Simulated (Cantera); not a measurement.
A freely propagating, adiabatic, planar premixed flame of CH3OH : O2 : N2 = 1 : 1.61 : 6.06 (molar parts), unburnt at 675 K and 1.00 atm; mixture-averaged transport, grid criteria slope 0.08 and curve 0.16, no radiation.

Computed with Cantera and GRI-Mech 3.0 (53 species, 325 reactions). GRI-Mech 3.0 was tuned for natural gas; its chemistry of methanol as a main component is partial and can be far from experiment. Burning velocities carry a grid error of a few per cent, more on coarse grids.

Q: What does this change do: 0.54 parts H2 added?

A: 
```json
[
 {"quantity": "laminar burning velocity", "before": "159 cm/s", "after": "249 cm/s"},
 {"quantity": "thermal thickness", "before": "0.257 mm", "after": "0.201 mm"},
 {"quantity": "peak x(H)", "before": "0.0100", "after": "0.0182"},
 {"quantity": "peak x(HCN)", "before": "1.64e-7", "after": "3.65e-7"},
 {"quantity": "peak x(CH2O)", "before": "0.0108", "after": "0.0120"}
]
```

Q: What does this change do: inlet temperature 675 to 575 K?

A: 
```json
[
 {"quantity": "laminar burning velocity", "before": "159 cm/s", "after": "116 cm/s"},
 {"quantity": "thermal thickness", "before": "0.257 mm", "after": "0.281 mm"},
 {"quantity": "peak x(H)", "before": "0.0100", "after": "0.00889"},
 {"quantity": "peak x(HCN)", "before": "1.64e-7", "after": "1.36e-7"},
 {"quantity": "peak x(CH2O)", "before": "0.0108", "after": "0.00998"}
]
```
